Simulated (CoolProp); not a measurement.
A simple Rankine cycle with hexamethyldisiloxane (MM): condensing at 302.15 K, boiler at 0.133 MPa, turbine inlet 423.4 K, turbine efficiency 0.6, pump efficiency 0.7, no recuperator. Each further row changes one setting.

Computed with CoolProp (reference Helmholtz-energy equation of state, Thol 2016).

```tsv
case	thermal efficiency (%)	net work (kJ/kg)	heat in (kJ/kg)	turbine exit temperature (K)	volume ratio over the turbine
as stated	8.5	36.1	424	401.1	19.5
turbine inlet 443.4 K	(withheld)	38.0	462	(withheld)	(withheld)
condensing temperature 294.15 K	9.3	40.8	(withheld)	398.3	29.0
boiler pressure 0.0931 MPa	7.5	32.1	426	404.1	13.5
turbine efficiency 0.5	7.1	30.0	424	404.5	19.6
```

**Question.** Some entries are withheld; supply them.

**Answer.** 
- turbine inlet 443.4 K, thermal efficiency (%): 8.2
- turbine inlet 443.4 K, turbine exit temperature (K): 420.9
- turbine inlet 443.4 K, volume ratio over the turbine: 19.4
- condensing temperature 294.15 K, heat in (kJ/kg): 439
